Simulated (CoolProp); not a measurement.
Vapour-liquid equilibrium of C2F6 (R116) (1) + R143a (2) at 0.135 MPa; x and y are mole fractions of (1).

Values from CoolProp's multi-fluid Helmholtz-energy mixture model, Lemmon 2006 and Lemmon and Jacobsen 2000; pair parameters Bell 2016.

### Question
Give the bubble temperature and the first vapour's composition at x = 0.125, 0.5, 0.8. Is there an azeotrope?

### Answer
x = 0.125: 215.1 K, y = 0.598; x = 0.5: 203.5 K, y = 0.835; x = 0.8: 201.5 K, y = 0.894. No azeotrope shows between x = 0.05 and 0.95.

Pair parameters are fitted to limited data, so mixtures are less certain than the pure fluids. With so large a gap from Raoult's law the liquid may split in two, which this calculation doesn't test in full.
